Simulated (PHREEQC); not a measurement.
A made-up water analysis in mg/L, 25 °C, pH 5.97, pe 2:

```tsv
constituent	mg/L
Na	0.00626
K	0.000734
Ca	0.0173
Mg	0.00588
Cl	0.00231
S(6) as SO4	0.0262
Alkalinity as HCO3	0.0571
F	5.29e-06
Br	0.000125
Li	0.000101
N(-3) as NH4	0.000307
B	1.86e-05
Si as SiO2	0.000935
```

Valence states are taken as typed.

Computed with PHREEQC (ion-association model, phreeqc.dat).

Each row changes one thing in this solution. This is a speciation only: nothing precipitates in the calculation.

| case | ionic strength (mol/kgw) | CO2 (mol/kgw) | HCO3- (mol/kgw) | CO3-2 (mol/kgw) | SI of Quartz (SiO2) |
|---|---|---|---|---|---|
| as made | 3.63e-6 | 4.81e-6 | 2.00e-6 | 8.81e-11 | -3.83 |
| Alkalinity from 0.0571 to 0.0285 mg/L | 3.39e-6 | 3.68e-6 | ___ | ___ | -3.83 |
| N(-3) from 0.000307 to 0.000614 mg/L | 3.64e-6 | 4.81e-6 | 2.00e-6 | 8.81e-11 | -3.83 |
| pH from 5.97 to 6.97 at the same alkalinity | 2.66e-6 | 2.28e-7 | 9.48e-7 | 4.17e-10 | -3.83 |

Task: Fill in the missing entries.

Result: 
- Alkalinity from 0.0571 to 0.0285 mg/L, HCO3- (mol/kgw): 1.53e-6
- Alkalinity from 0.0571 to 0.0285 mg/L, CO3-2 (mol/kgw): 6.75e-11

SiF6-2 is the database's only silicon fluoride. Real BF4- forms and hydrolyses slowly; the run takes it at equilibrium.
